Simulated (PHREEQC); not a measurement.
Consider water at 35 °C with 0.00096 mol NiSO4, 0.00022 mol H3BO3 and 0.29 mol H2SO4 per kg of water. It is in equilibrium with CO2 at log p = 0 (atm). Otherwise closed; pH follows from the charge balance.

Model: ion-association model, wateq4f.dat, run in PHREEQC.

```json
{
 "pH": "0.61",
 "ionic_strength": "0.344 mol/kgw",
 "activity_of_water": "0.989",
 "total_alkalinity": "-580 meq/kg"
}
```

```tsv
species	molality	activity	log γ
H+	0.316	0.244	-0.111
HSO4-	0.265	0.182	-0.163
SO4-2	0.0262	0.00610	-0.633
CO2	0.0245	0.0265	0.034
Ni+2	0.000719	0.000201	-0.553
NiSO4	0.000240	0.000260	0.034
H3BO3	0.000220	0.000238	0.034
Ni(SO4)2-2	2.81e-7	7.85e-8	-0.553
```

This is a speciation only: nothing precipitates in the calculation. Species that the database lacks are ignored.
